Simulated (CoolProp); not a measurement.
A closed Brayton cycle with dry air: compressor inlet 330.15 K and 7.5 MPa, high pressure 15.9 MPa, turbine inlet 810 K, compressor efficiency 0.85, turbine efficiency 0.9, recuperator effectiveness 0.9 (on enthalpy, no pinch check). Each further row changes one setting.

Values from CoolProp's reference Helmholtz-energy equation of state, Lemmon 2000. It is a pseudo-pure fit of the blend.

```csv
case,thermal efficiency (%),net work (kJ/kg),compressor to turbine work,compressor exit (K),turbine exit (K)
as stated,28.9,52.3,0.65,424.1,678.1
turbine inlet 760 K,25.8,43.1,0.69,424.1,634.9
compressor inlet 340.15 K,27.5,49.1,0.67,436.8,678.1
high pressure 13.5 MPa,29.1,45.2,0.62,401.9,705.0
recuperator effectiveness 0.5,18.1,52.3,0.65,424.1,678.1
```
